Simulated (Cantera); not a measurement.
An isothermal, constant-pressure homogeneous reactor starts with NO : N2 = 1 : 0.38 (molar parts), at 1850 K and 59.3 Torr.

Model: GRI-Mech 3.0 (53 species, 325 reactions), integrated in Cantera.

**Question.** Predict: x(NO) at 100 s; x(N2O) at 100 s; x(N2) at 100 s; x(O2) at 100 s; x(NO2) at 100 s; x(O) at 100 s.

**Answer.** 
```
Item                                                Result
---------------  -----------------------------------------
x(NO) at 100 s      0.0240 (gas-phase equilibrium 0.00578)
x(N2O) at 100 s    2.46e-7 (gas-phase equilibrium 8.32e-8)
x(N2) at 100 s         0.626 (gas-phase equilibrium 0.635)
x(O2) at 100 s         0.350 (gas-phase equilibrium 0.359)
x(NO2) at 100 s    1.97e-5 (gas-phase equilibrium 4.80e-6)
x(O) at 100 s    0.000409 (gas-phase equilibrium 0.000414)
```
